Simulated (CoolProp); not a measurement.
Aqueous ethylene glycol as a coolant, at 13 °C, 1 atm.

The numbers come from the Melinder's fits for secondary coolants in CoolProp.

```tsv
mass %	freezing point (°C)	conductivity (W/(m K))	density (kg/m³)	Prandtl number	viscosity (mPa s)
4.1	-1.3	0.569	1004	9.63	1.33
12	-4.1	0.534	1015	12.3	1.64
19.9	-7.9	0.500	1026	15.9	2.04
27.9	-13.0	0.467	1038	20.4	2.55
35.8	-19.6	0.436	1049	26.0	3.16
43.7	-28.0	0.407	1060	33.0	3.93
51.6	-38.2	0.380	1071	42.0	4.92
59.6	-50.5	0.355	1081	53.3	6.17
```
